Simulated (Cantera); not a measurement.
Cantera with NASA thermochemical tables; ideal gases at 1 bar, condensed phases pure. Values are per mole of reaction as written; species without (g) are pure solids or liquids, kept so even where they would boil at 1 bar.

Between 1000 and 1175 K, where is each reaction favourable under standard conditions?
- Cl(g) + Na = NaCl


- Cl(g) + Na = NaCl: ΔG° is -384 kJ at 1000 K and -361 kJ at 1175 K; it stays negative (K > 1). ΔH° is -501 kJ and ΔS° -119 J/K at 1175 K.
